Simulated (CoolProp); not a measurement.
Properties of nitrous oxide along the isotherm 302.7 K.

Model: reference Helmholtz-energy equation of state, Lemmon 2006, in CoolProp. It is a short technical equation, of lower accuracy than the large ones.

| p (kPa) | phase | Z | cp (kJ/(kg K)) | speed of sound (m/s) | isothermal compressibility (1/MPa) | fugacity coefficient |
|---|---|---|---|---|---|---|
| 34.4 | gas | 0.9982 | 0.8834 | 269.5 | 29.12 | 0.9982 |
| 55.5 | gas | 0.9972 | 0.8847 | 269.3 | 18.07 | 0.9972 |
| 89.7 | gas | 0.9954 | 0.8867 | 269.0 | 11.20 | 0.9954 |
| 145 | gas | 0.9925 | 0.8901 | 268.6 | 6.949 | 0.9926 |
| 234 | gas | 0.9879 | 0.8957 | 267.9 | 4.326 | 0.9880 |
| 378 | gas | 0.9804 | 0.9051 | 266.7 | 2.699 | 0.9807 |
| 611 | gas | 0.9680 | 0.9211 | 264.7 | 1.692 | 0.9689 |
| 987 | gas | 0.9476 | 0.9496 | 261.4 | 1.071 | 0.9498 |
| 1600 | gas | 0.9130 | 1.005 | 256.0 | 0.6886 | 0.9191 |
| 2580 | gas | 0.8532 | 1.123 | 246.5 | 0.4629 | 0.8703 |
| 4160 | gas | 0.7397 | 1.485 | 228.6 | 0.3511 | 0.7922 |
| 6730 | liquid | 0.1640 | 4.204 | 332.0 | 0.05581 | 0.6431 |
| 10900 | liquid | 0.2371 | 2.491 | 459.7 | 0.01602 | 0.4366 |
